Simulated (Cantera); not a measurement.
A closed system holds: 1 mol CuO, 0.49 mol CH4, 2.8 mol N2, at 100000 Pa.

These are equilibrium values from Cantera (NASA tables, ideal gas, pure condensed phases), not measurements of a reactor. Candidate condensed phases: C, C6H6, C7H8, C8H18, Cu, CuO, Cu(OH)2, Cu2O, H2O; 139 gas species. Equilibrium is a limit: real reactors are often held back by kinetics, nucleation or transport.

**Question.** Which condensed phases are stable at each of these points (T (K)): 1050, 1200, 1350, 1500, 1650, 1800, 1950, 2100, 2250, 2400, 2550?

**Answer.** 
```csv
T (K),condensed phases,Cu condensed (%)
1050,Cu(s),100.0
1200,Cu(s),100.0
1350,Cu(s),100.0
1500,Cu(l),100.0
1650,Cu(l),100.0
1800,Cu(l),99.8
1950,Cu(l),98.8
2100,Cu(l),95.4
2250,Cu(l),84.8
2400,Cu(l),54.6
2550,gas only,0.0
```

From 1050 K to 1350 K the condensed part is Cu(s). From 1500 K to 2400 K the condensed part is Cu(l). At 2550 K nothing is condensed.
